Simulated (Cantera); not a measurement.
**Adiabatic ignition**

An adiabatic, constant-pressure homogeneous reactor starts with 15.7 % CH4, 2.51 % H2, 17.1 % O2, 64.7 % N2, equivalence ratio 1.9, at 1800 K and 1.10 bar.

Computed with Cantera and GRI-Mech 3.0 (53 species, 325 reactions).

| t (s) | T (K) | x CH4 | x H2 | x O2 | x NO | x CH2O |
|---|---|---|---|---|---|---|
| 3.00e-6 | 1800 | 0.157 | 0.0251 | 0.171 | <1e-12 | 2.00e-6 |
| 7.00e-6 | 1799 | 0.157 | 0.0252 | 0.171 | 2.33e-12 | 1.34e-5 |
| 1.63e-5 | 1799 | 0.156 | 0.0252 | 0.171 | 1.17e-11 | 9.94e-5 |
| 3.82e-5 | 1803 | 0.152 | 0.0257 | 0.169 | 1.06e-10 | 0.000833 |
| 8.91e-5 | 2390 | 0.0175 | 0.110 | 0.0485 | 2.31e-6 | 0.000892 |
| 0.000208 | 2786 | 2.12e-11 | 0.143 | 0.000165 | 0.000477 | 9.23e-9 |
| 0.000486 | 2752 | 4.46e-12 | 0.142 | 0.000239 | 0.000559 | 7.68e-9 |
| 0.00113 | 2744 | 3.90e-12 | 0.142 | 0.000253 | 0.000724 | 7.44e-9 |
| 0.00265 | 2743 | 3.93e-12 | 0.142 | 0.000250 | 0.000911 | 7.44e-9 |
| 0.00618 | 2742 | 3.95e-12 | 0.142 | 0.000249 | 0.000981 | 7.45e-9 |
| 0.0144 | 2742 | 3.95e-12 | 0.142 | 0.000249 | 0.000984 | 7.45e-9 |
| 0.0337 | 2742 | 3.95e-12 | 0.142 | 0.000249 | 0.000984 | 7.45e-9 |
| 0.0786 | 2742 | 3.95e-12 | 0.142 | 0.000249 | 0.000984 | 7.45e-9 |
| 0.183 | 2742 | 3.95e-12 | 0.142 | 0.000249 | 0.000984 | 7.45e-9 |
| 0.428 | 2742 | 3.95e-12 | 0.142 | 0.000249 | 0.000984 | 7.45e-9 |
| 1.00 | 2742 | 3.95e-12 | 0.142 | 0.000249 | 0.000984 | 7.45e-9 |
x: mole fraction; the columns are a selection and need not sum to one.

```json
{
 "time_of_steepest_temperature_rise": "90.4 µs",
 "temperature at 1.00 s": "2742 K",
 "equilibrium_temperature": "2742 K",
 "x(CH4) at 1.00 s": "3.95e-12 (gas-phase equilibrium 4.48e-12)",
 "x(H2) at 1.00 s": "0.142 (gas-phase equilibrium 0.142)",
 "x(O2) at 1.00 s": "0.000249 (gas-phase equilibrium 0.000249)"
}
```
